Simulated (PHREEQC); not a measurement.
A solution holds 0.024 mol/kgw K2CO3 and 0.003 mol/kgw H3BO3, at 25 °C. Closed to the air; pH follows from the charge balance.

All values are PHREEQC results (Pitzer model, pitzer.dat), not measurements.

Each row changes one thing in this solution. Precipitation was switched off in this run.

| case | pH | ionic strength (mol/kgw) | CO3-2 (mol/kgw) | HCO3- (mol/kgw) | B(OH)4- (mol/kgw) | B(OH)3 (mol/kgw) |
|---|---|---|---|---|---|---|
| as made | 10.80 | 0.0683 | 0.0203 | 0.00372 | 0.00294 | 6.49e-5 |
| diluted 10-fold with water | 10.60 | 0.00648 | 0.00168 | 0.000723 | 0.000288 | 1.16e-5 |
| 0.021 mol/kgw NaHCO3 added | 9.96 | 0.0903 | 0.0213 | 0.0237 | 0.00261 | 0.000390 |
| K2CO3 from 0.024 to 0.0216 mol/kgw | 10.76 | 0.0612 | 0.0180 | 0.00365 | 0.00293 | 7.07e-5 |
| temperature from 25 to 60 °C | 10.37 | 0.0663 | 0.0183 | 0.00566 | 0.00283 | 0.000166 |
| H3BO3 from 0.003 to 0.0045 mol/kgw | 10.65 | 0.0671 | 0.0191 | 0.00492 | 0.00436 | 0.000136 |
| K2CO3 from 0.024 to 0.048 mol/kgw | 11.00 | 0.140 | 0.0437 | 0.00427 | 0.00296 | 3.89e-5 |
| H3BO3 replaced by Na2B4O7 at the same molality | 10.53 | 0.0721 | 0.0181 | 0.00595 | 0.0115 | 0.000473 |

Constants without temperature data keep their 25 °C values here.
